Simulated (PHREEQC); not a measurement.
Synthetic water in mg/kgw, 65 °C, pH 6.79, pe 2.4: Na 1.79; K 0.0397; Ca 1.17; Mg 0.3; Cl 1.99; S(6) as SO4 2; Alkalinity as HCO3 4.24; Ba 0.0636; B 0.000917; Li 0.00143.

Cl is adjusted to close the charge balance.
Valence states are taken as typed.

The numbers come from PHREEQC with the ion-association model, phreeqc.dat.

- ionic strength = 0.000225 mol/kgw

| species | molality | activity | log γ |
|---|---|---|---|
| Na+ | 7.78e-5 | 7.64e-5 | -0.008 |
| HCO3- | 6.87e-5 | 6.75e-5 | -0.008 |
| Cl- | 5.20e-5 | 5.10e-5 | -0.008 |
| Ca+2 | 2.90e-5 | 2.70e-5 | -0.032 |
| CO2 | 2.17e-5 | 2.17e-5 | 0.000 |
| SO4-2 | 2.06e-5 | 1.91e-5 | -0.032 |
| Mg+2 | 1.22e-5 | 1.13e-5 | -0.032 |
| K+ | 1.02e-6 | 9.96e-7 | -0.008 |
| OH- | 7.90e-7 | 7.75e-7 | -0.008 |
| Ba+2 | 4.58e-7 | 4.25e-7 | -0.032 |

Precipitation was switched off in this run. Complexes and solids missing from the database can't appear. Constants without temperature data keep their 25 °C values here.
